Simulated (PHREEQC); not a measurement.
## Alkaline etch or developer: speciation

Consider water at 69 °C with 7.5 mmol/kgw KOH and 0.022 mmol/kgw H4SiO4. Closed to the air; pH follows from the charge balance.

Computed with PHREEQC (ion-association model, phreeqc.dat).

Each row changes one thing in this solution. This is a speciation only: nothing precipitates in the calculation.

```
case                                          pH  ionic strength (mol/kgw)  H4SiO4 (mol/kgw)  SI of Quartz (SiO2)
-----------------------------------------  -----  ------------------------  ----------------  -------------------
as made                                    10.64                   0.00750           8.79e-7                -2.64
KOH replaced by KHF2 at the same molality   3.54                   0.00783           4.83e-7                -2.90
diluted 5-fold with water                   9.97                       ___           7.76e-7                -2.69
KOH replaced by KF at the same molality     7.08                   0.00750           2.19e-5                -1.24
KOH from 0.0075 to 0.0112 mol/kgw          10.81                    0.0112           5.85e-7                -2.82
temperature from 69 to 25 °C               11.83                   0.00750           1.89e-7                  ___
temperature from 69 to 50 °C                 ___                   0.00750               ___                  ___
```

### Question
Fill in the missing entries.

### Answer

- diluted 5-fold with water, ionic strength (mol/kgw): 0.00150
- temperature from 69 to 25 °C, SI of Quartz (SiO2): -2.74
- temperature from 69 to 50 °C, pH: 11.09
- temperature from 69 to 50 °C, H4SiO4 (mol/kgw): 4.85e-7
- temperature from 69 to 50 °C, SI of Quartz (SiO2): -2.67

Complexes and solids missing from the database can't appear. Away from 25 °C the constants follow the database's enthalpies or fits; those with neither stay at their 25 °C values. SiF6-2 is the database's only silicon fluoride.
